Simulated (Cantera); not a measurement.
A closed system holds: 1 mol LiCl, 0.71 mol H2, at 875 K and 1.00 Torr.

Method: chemical equilibrium by Gibbs-energy minimisation in Cantera with the NASA 1993 tables (ideal gas, pure condensed phases). Candidate condensed phases: Li, LiCl, LiH; 11 gas species. Kinetics and transport are ignored.

Base state: H2 0.978, Li2Cl2 0.0144, LiCl 0.00690, Li3Cl3 0.00117 (mole fractions); condensed: LiCl(s).

Q: What changes in the equilibrium state with this change: pressure from 1.00 Torr to 143 Torr?

A: 
| species | before | after |
|---|---|---|
| H2 | 0.978 | 1.000 |
| Li2Cl2 | 0.0144 | 0.000101 |
| LiCl | 0.00690 | 4.84e-5 |
| Li3Cl3 | 0.00117 | 8.23e-6 |
| LiCl(s), mol | 0.972 | 1.000 |

Q: What changes in the equilibrium state with this change: temperature from 875 K to 1448.15 K?

A: 
```csv
species,before,after
LiCl,0.00690,0.581
H2,0.978,0.415
Li2Cl2,0.0144,0.00180
H,1.36e-9,0.000163
Li,1.09e-7,0.00102
HCl,1.10e-7,0.00102
"LiCl(s), mol",0.972,0
```

Q: What changes in the equilibrium state with this change: LiCl replaced by CaCl2?

A: 
```json
[
 {"species": "H2", "before": "0.978", "after": "1.00"},
 {"species": "Li2Cl2", "before": "0.0144", "after": "0"},
 {"species": "LiCl", "before": "0.00690", "after": "0"},
 {"species": "Li3Cl3", "before": "0.00117", "after": "0"},
 {"species": "LiCl(s), mol", "before": "0.972", "after": "0"},
 {"species": "CaCl2(s), mol", "before": "0", "after": "1.00"}
]
```
Further candidate phases: Ca, CaCl2.
